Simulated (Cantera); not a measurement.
Cantera run:

```python
import numpy as np
import cantera as ct

gas_names = """
    H H2 N NH NH2 NH3 N2 N2H2 N2H4 Zr ZrN
""".split()
cond_names = """
    Zr(a) Zr(b) Zr(L) ZrN(s) ZrN(L)
""".split()


# ... load() reads the species with a 1 bar reference pressure and builds the phases ...
atoms = {
    'Zr': {'Zr': 1},
    'NH3': {'N': 1, 'H': 3},
}
top_T = {}  # K; cautious upper limits of use, not melting points


# ... equilibrate(T, P, feed) seeds the gas with the atoms and calls Mixture.equilibrate('TP', solver="vcs", rtol=1e-11, max_steps=5000) ...
results = []
feed = {'Zr': 1, 'NH3': 0.14}  # mol
T = 1500  # K
P = 7500  # Pa
mix = equilibrate(T, P, feed)
results.append((T, P, feed, dict(zip(mix.species_names, mix.species_moles))))
x = sorted(zip(gas.X, gas.species_names), reverse=True)
print(f"T = {T:g} K  P = {P:g} Pa  gas = {mix.phase_moles(0):.4g} mol")
print("   x: " + "  ".join(f"{s} {v:.3e}" for v, s in x if v > 1e-05))
print("   condensed (mol): " + ("  ".join(f"{mix.phase(i).name} {mix.phase_moles(i):.4g}"
      for i in range(1, mix.n_phases) if mix.phase_moles(i) > 1e-12) or "none"))
```

It prints:

```
T = 1500 K  P = 7500 Pa  gas = 0.21 mol
   x: H2 9.999e-01  H 6.427e-05
   condensed (mol): Zr(b) 0.86  ZrN(s) 0.14
```

These are equilibrium values from Cantera (NASA tables, ideal gas, pure condensed phases), not measurements of a reactor. Mutual solubility and eutectic melting of coexisting phases are not modelled. ZrN: taken at fixed stoichiometry. Condensed phases not in the tables: N, O or C dissolved in the metal.
